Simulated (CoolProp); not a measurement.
Nitrous oxide at 390.82 K and 0.117 MPa is throttled through a valve to 0.0626 MPa with no heat exchange. Each further row changes one setting.

The numbers come from the reference Helmholtz-energy equation of state, Lemmon 2006 in CoolProp. It is a short technical equation, of lower accuracy than the large ones.

```
case                        temperature change (K)  final density (kg/m³)
--------------------------  ----------------------  ---------------------
as stated                                     -0.3                  0.850
outlet pressure 0.0188 MPa                    -0.6                  0.255
outlet pressure 0.0814 MPa                    -0.2                   1.11
```
